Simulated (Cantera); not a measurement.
A perfectly stirred reactor is fed with CO : H2 : CH4 : O2 : N2 = 1 : 1.5 : 0.19 : 1.36 : 9.64 (molar parts), equivalence ratio 1.2, at 6.10 bar; it is adiabatic with a 350 K inlet, and is followed from long to short residence time, starting on the burning branch (τ in s: 0.085, 0.032, 0.012, 0.0045, 0.0017, 0.00064, 0.00024, 9.2e-05, 3.5e-05, 1.3e-05, 4.9e-06).

Detailed kinetics in Cantera: GRI-Mech 3.0 (53 species, 325 reactions).

x: mole fraction; the columns are a selection and need not sum to one.

```csv
τ (s),T (K),x CO,x H2,x CH4,x NO2,x CH2
0.085,1802,0.0279,0.0147,1.33e-5,4.86e-10,2.72e-8
0.032,1800,0.0280,0.0147,…,1.00e-9,…
0.012,1796,0.0282,0.0147,2.01e-5,1.93e-9,1.21e-7
0.0045,1789,0.0285,0.0147,2.70e-5,3.40e-9,2.30e-7
0.0017,1777,0.0290,0.0148,3.91e-5,5.28e-9,4.00e-7
0.00064,1758,0.0302,0.0151,6.20e-5,7.19e-9,6.48e-7
0.00024,1723,0.0325,0.0156,…,8.49e-9,…
9.2e-5,1666,0.0372,0.0164,0.000234,8.57e-9,1.45e-6
3.5e-5,350,0.0730,0.110,0.0139,<1e-12,<1e-12
1.3e-5,350,0.0730,0.110,0.0139,<1e-12,<1e-12
4.9e-6,350,0.0730,0.110,0.0139,<1e-12,<1e-12
```

Q: What belongs in the gaps?

A: 
- 0.032, x CH4: 1.59e-5
- 0.032, x CH2: 5.93e-8
- 0.00024, x CH4: 0.000111
- 0.00024, x CH2: 9.89e-7
